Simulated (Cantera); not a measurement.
An isothermal, constant-pressure homogeneous reactor starts with 58.1 % NO, 37.2 % N2, 4.71 % H2O, at 1700 K and 1.20 bar.

Detailed kinetics in Cantera: GRI-Mech 3.0 (53 species, 325 reactions).

Predict: x(NO) at 3.00 s; x(O) at 3.00 s; x(N2O) at 3.00 s; x(O2) at 3.00 s; x(N2) at 3.00 s.


```json
{
  "x(NO) at 3.00 s": "0.416 (gas-phase equilibrium 0.00313)",
  "x(O) at 3.00 s": "1.20e-5 (gas-phase equilibrium 2.21e-5)",
  "x(N2O) at 3.00 s": "5.41e-5 (gas-phase equilibrium 1.83e-7)",
  "x(O2) at 3.00 s": "0.0816 (gas-phase equilibrium 0.289)",
  "x(N2) at 3.00 s": "0.454 (gas-phase equilibrium 0.661)"
}
```
